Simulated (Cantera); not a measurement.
**Thermodynamics of silicon etching in halogen gases, feed Si + HF + H₂**

Input: 1 mol Si, 1.2 mol HF, 5.2 mol H₂, equilibrated at 34.5 Torr.

Method: chemical equilibrium by Gibbs-energy minimisation in Cantera with the NASA 1993 tables (ideal gas, pure condensed phases). Candidate condensed phases: Si; 25 gas species. The tables' values for SiF₃, SiF₂ are old estimates; treat these amounts as uncertain. Equilibrium is a limit: real reactors are often held back by kinetics, nucleation or transport.

```json
[
 {"T (°C)": "702", "log p H₂": "-1.36", "log p SiF₄": "-2.68", "log p SiF₃": "-5.37", "log p SiHF₃": "-3.69", "log p SiF₂": "-7.70", "log p HF": "-6.19", "log p SiH₂F₂": "-4.98", "log p H": "-9.62", "n Si(s)": "0.692"},
 {"T (°C)": "752", "log p H₂": "-1.36", "log p SiF₄": "-2.68", "log p SiF₃": "-5.05", "log p SiHF₃": "-3.68", "log p SiF₂": "-7.14", "log p HF": "-5.86", "log p SiH₂F₂": "-4.95", "log p H": "-9.04", "n Si(s)": "0.692"},
 {"T (°C)": "802", "log p H₂": "-1.36", "log p SiF₄": "-2.68", "log p SiF₃": "-4.76", "log p SiHF₃": "-3.66", "log p SiF₂": "-6.63", "log p HF": "-5.55", "log p SiH₂F₂": "-4.93", "log p H": "-8.51", "n Si(s)": "0.691"},
 {"T (°C)": "852", "log p H₂": "-1.36", "log p SiF₄": "-2.69", "log p SiF₃": "-4.50", "log p SiHF₃": "-3.65", "log p SiF₂": "-6.17", "log p HF": "-5.27", "log p SiH₂F₂": "-4.91", "log p H": "-8.03", "n Si(s)": "0.691"},
 {"T (°C)": "902", "log p H₂": "-1.36", "log p SiF₄": "-2.69", "log p SiF₃": "-4.26", "log p SiHF₃": "-3.64", "log p SiF₂": "-5.75", "log p HF": "-5.02", "log p SiH₂F₂": "-4.89", "log p H": "-7.59", "n Si(s)": "0.690"},
 {"T (°C)": "952", "log p H₂": "-1.36", "log p SiF₄": "-2.70", "log p SiF₃": "-4.04", "log p SiHF₃": "-3.63", "log p SiF₂": "-5.37", "log p HF": "-4.79", "log p SiH₂F₂": "-4.88", "log p H": "-7.19", "n Si(s)": "0.689"},
 {"T (°C)": "1002", "log p H₂": "-1.36", "log p SiF₄": "-2.71", "log p SiF₃": "-3.84", "log p SiHF₃": "-3.63", "log p SiF₂": "-5.02", "log p HF": "-4.58", "log p SiH₂F₂": "-4.87", "log p H": "-6.81", "n Si(s)": "0.687"},
 {"T (°C)": "1052", "log p H₂": "-1.36", "log p SiF₄": "-2.72", "log p SiF₃": "-3.66", "log p SiHF₃": "-3.63", "log p SiF₂": "-4.70", "log p HF": "-4.38", "log p SiH₂F₂": "-4.86", "log p H": "-6.47", "n Si(s)": "0.684"},
 {"T (°C)": "1102", "log p H₂": "-1.36", "log p SiF₄": "-2.74", "log p SiF₃": "-3.50", "log p SiHF₃": "-3.64", "log p SiF₂": "-4.40", "log p HF": "-4.20", "log p SiH₂F₂": "-4.86", "log p H": "-6.15", "n Si(s)": "0.680"},
 {"T (°C)": "1152", "log p H₂": "-1.36", "log p SiF₄": "-2.77", "log p SiF₃": "-3.36", "log p SiHF₃": "-3.65", "log p SiF₂": "-4.14", "log p HF": "-4.04", "log p SiH₂F₂": "-4.86", "log p H": "-5.85", "n Si(s)": "0.675"},
 {"T (°C)": "1202", "log p H₂": "-1.36", "log p SiF₄": "-2.81", "log p SiF₃": "-3.24", "log p SiHF₃": "-3.67", "log p SiF₂": "-3.89", "log p HF": "-3.89", "log p SiH₂F₂": "-4.87", "log p H": "-5.57", "n Si(s)": "0.668"},
 {"T (°C)": "1252", "log p H₂": "-1.36", "log p SiF₄": "-2.86", "log p SiF₃": "-3.13", "log p SiHF₃": "-3.70", "log p SiF₂": "-3.67", "log p HF": "-3.75", "log p SiH₂F₂": "-4.88", "log p H": "-5.31", "n Si(s)": "0.659"}
]
```
log p: log10 of the partial pressure in bar; n: condensed amount in mol.

From 702 °C to 1252 °C the condensed part is Si(s). The main Si-bearing gas is SiF₄ throughout.
